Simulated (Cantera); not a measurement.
Input (Python, Cantera):

```python
import numpy as np
import cantera as ct

gas = ct.Solution("gri30.yaml")
gas.TPX = 1250, 26000, {'C2H6': 1, 'N2': 120}
inlet = ct.Reservoir(gas, clone=True)

reactor = ct.IdealGasConstPressureReactor(gas, energy="off", clone=False)
exhaust = ct.Reservoir(gas, clone=True)
tau = [0.46, 0.27, 0.16, 0.094, 0.055, 0.033, 0.019, 0.011, 0.0067, 0.0039, 0.0023][0]
for a, b in ((inlet, reactor), (reactor, exhaust)):
    ct.MassFlowController(a, b, mdot=lambda t: reactor.mass / tau)
net = ct.ReactorNet([reactor])
show = ['C2H6', 'CH3', 'H2', 'C2H', 'CH2', 'H', 'C2H4']

rows = []
print(f"{'tau/s':>10s}{'T/K':>9s}" + "".join(f"{s:>11s}" for s in show))
for tau in [0.46, 0.27, 0.16, 0.094, 0.055, 0.033, 0.019, 0.011, 0.0067, 0.0039, 0.0023]:
    net.initial_time = 0.0
    net.advance(30 * tau)
    before = gas.X
    net.advance(40 * tau)
    drift = np.max(np.abs(gas.X - before) / (gas.X + 1e-9))
    rows.append([gas.T, *gas[show].X, drift])
    print(f"{tau:10.3e}{gas.T:9.1f}" + "".join(f"{x:11.3e}" for x in gas[show].X))
```

It prints:

```
     tau/s      T/K       C2H6        CH3         H2        C2H        CH2          H       C2H4
 4.600e-01   1250.0  4.174e-04  8.426e-06  1.164e-02  4.664e-10  1.408e-09  3.694e-06  2.106e-03
 2.700e-01   1250.0  6.368e-04  1.062e-05  1.066e-02  4.666e-10  2.058e-09  4.013e-06  2.698e-03
 1.600e-01   1250.0  9.726e-04  1.346e-05  9.497e-03  4.364e-10  2.985e-09  4.237e-06  3.301e-03
 9.400e-02   1250.0  1.500e-03  1.721e-05  8.125e-03  3.718e-10  4.296e-09  4.327e-06  3.799e-03
 5.500e-02   1250.0  2.295e-03  2.188e-05  6.603e-03  2.806e-10  5.966e-09  4.242e-06  3.993e-03
 3.300e-02   1250.0  3.326e-03  2.684e-05  5.097e-03  1.891e-10  7.654e-09  4.003e-06  3.738e-03
 1.900e-02   1250.0  4.625e-03  3.182e-05  3.549e-03  1.089e-10  9.128e-09  3.639e-06  3.012e-03
 1.100e-02   1250.0  5.843e-03  3.521e-05  2.274e-03  5.773e-11  9.835e-09  3.264e-06  2.110e-03
 6.700e-03   1250.0  6.713e-03  3.632e-05  1.424e-03  3.093e-11  9.708e-09  2.951e-06  1.386e-03
 3.900e-03   1250.0  7.371e-03  3.516e-05  8.041e-04  1.481e-11  8.741e-09  2.620e-06  8.059e-04
 2.300e-03   1250.0  7.776e-03  3.159e-05  4.307e-04  6.538e-12  7.015e-09  2.260e-06  4.382e-04
```

Computed with Cantera and GRI-Mech 3.0 (53 species, 325 reactions). GRI-Mech 3.0 stops at C3 and has no aromatics, soot or wall deposition, so with more carbon than oxygen in the feed, carbon stays in small species such as C2H2 where larger ones or solid carbon would form.
